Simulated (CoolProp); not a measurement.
Propylene along the isobar 6.64 bar: Z from the reference equation and from simpler models built on Tc = 364.2 K, pc = 45.55 bar, ω = 0.146; each cubic takes its own stable root.

Values from CoolProp's reference Helmholtz-energy equation of state, Lemmon 2013.

```
T (K)  phase  reference
-----  -----  ---------
317.1    gas     0.9176
349.3    gas     0.9405
381.6    gas     0.9556
413.8    gas     0.9660
446      gas     0.9736
478.3    gas     0.9793
510.5    gas     0.9836
542.8    gas     0.9870
575      gas     0.9897
```

### Question
How far does each simpler model (Pitzer virial, van der Waals, Redlich-Kwong, Soave-Redlich-Kwong, Peng-Robinson) lie from the reference over these 9 states: mean and median of the absolute difference, and the worst?

### Answer
- Pitzer virial: mean 0.2 %, median 0.1 %, worst +0.4 % at 317.1 K and 6.64 bar
- van der Waals: mean 0.5 %, median 0.3 %, worst +2.0 % at 317.1 K and 6.64 bar
- Redlich-Kwong: mean 0.2 %, median 0.1 %, worst +0.5 % at 317.1 K and 6.64 bar
- Soave-Redlich-Kwong: mean 0.1 %, median 0.1 %, worst +0.2 % at 317.1 K and 6.64 bar
- Peng-Robinson: mean 0.4 %, median 0.3 %, worst -0.5 % at 349.3 K and 6.64 bar
